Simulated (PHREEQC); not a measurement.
Synthetic water in mmol/kgw, 16 °C, pH 2.1, pe 10.4:

| constituent | mmol/kgw |
|---|---|
| Na | 210 |
| K | 5.8 |
| Ca | 1.3 |
| Mg | 4.59 |
| Cl | 41.7 |
| S(6) | 48.5 |
| Si | 1.5 |
| Al | 1.07 |
| Br | 0.329 |

Valence states are taken as typed.

Model: ion-association model, wateq4f.dat, run in PHREEQC.

This is a speciation only: nothing precipitates in the calculation.

Problem. Order these Al species by the share of Al that they hold, largest first: Al(SO4)2-, Al+3, AlSO4+, AlHSO4+2.

Solution. AlSO4+ (67 %), Al(SO4)2- (18 %), Al+3 (15 %), AlHSO4+2 (0.10 %)

The pH is 2.10 and the ionic strength 0.205 mol/kgw. The solution is supersaturated, for example in Quartz (slow to form), Chalcedony (slow to form), so a real one may precipitate; this is no full list.
